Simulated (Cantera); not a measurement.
An isothermal, constant-pressure homogeneous reactor starts with CH₄ : H₂ : N₂ = 1 : 22 : 1.9 (molar parts), at 1450 K and 1.09 atm.

Detailed kinetics in Cantera: GRI-Mech 3.0 (53 species, 325 reactions). GRI-Mech 3.0 stops at C3 and has no aromatics, soot or wall deposition, so with more carbon than oxygen in the feed, carbon stays in small species such as C2H2 where larger ones or solid carbon would form.

x: mole fraction; the columns are a selection and need not sum to one.

| t (s) | x CH₄ | x H₂ | x C₂H₆ | x C₂H₂ | x C₂H | x H | x CH₃ |
|---|---|---|---|---|---|---|---|
| 6.00e-5 | 0.0402 | 0.884 | 1.03e-10 | <1e-12 | <1e-12 | 4.42e-7 | 4.05e-7 |
| 0.000147 | 0.0402 | 0.884 | 1.49e-9 | <1e-12 | <1e-12 | 1.08e-6 | 9.87e-7 |
| 0.000361 | 0.0402 | 0.884 | 2.05e-8 | 1.84e-12 | <1e-12 | 2.56e-6 | 2.34e-6 |
| 0.000886 | 0.0402 | 0.884 | 2.23e-7 | 1.26e-10 | <1e-12 | 5.31e-6 | 4.86e-6 |
| 0.00217 | 0.0402 | 0.884 | 1.12e-6 | 7.02e-9 | <1e-12 | 7.54e-6 | 6.89e-6 |
| 0.00533 | 0.0401 | 0.884 | 1.95e-6 | 1.52e-7 | <1e-12 | 7.96e-6 | 7.28e-6 |
| 0.0131 | 0.0401 | 0.884 | 2.09e-6 | 1.47e-6 | <1e-12 | 8.00e-6 | 7.31e-6 |
| 0.0321 | 0.0401 | 0.884 | 2.18e-6 | 8.75e-6 | <1e-12 | 8.01e-6 | 7.32e-6 |
| 0.0788 | 0.0400 | 0.884 | 2.29e-6 | 3.58e-5 | <1e-12 | 8.04e-6 | 7.32e-6 |
| 0.193 | 0.0398 | 0.884 | 2.50e-6 | 0.000106 | 1.32e-12 | 8.09e-6 | 7.33e-6 |
| 0.474 | 0.0394 | 0.884 | (withheld) | (withheld) | 3.20e-12 | 8.18e-6 | 7.33e-6 |
| 1.16 | 0.0386 | 0.884 | 3.62e-6 | 0.000494 | 6.36e-12 | 8.34e-6 | 7.34e-6 |
| 2.85 | 0.0380 | 0.885 | 4.28e-6 | 0.000716 | 9.40e-12 | 8.50e-6 | 7.34e-6 |
| 7.00 | 0.0378 | 0.885 | 4.46e-6 | (withheld) | 1.02e-11 | 8.54e-6 | 7.34e-6 |

What belongs in the gaps?


- 0.474, x C₂H₆: 2.92e-6
- 0.474, x C₂H₂: 0.000253
- 7.00, x C₂H₂: 0.000777
